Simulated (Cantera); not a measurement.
Charge: 1 mol Fe, 0.0069 mol O2, 9.6 mol H2, held at 0.100 bar.

Method: chemical equilibrium by Gibbs-energy minimisation in Cantera with the NASA 1993 tables (ideal gas, pure condensed phases). Candidate condensed phases: Fe, FeO, Fe(OH)2, Fe(OH)3, Fe2O3, Fe3O4, H2O; 12 gas species. Kinetics and transport are ignored.

At 1702 °C, list the 4 most abundant gas species with their mole fractions, and the condensed phases.

H2 0.992, H 0.00431, Fe 0.00274, H2O 0.00143. Condensed: Fe(l).
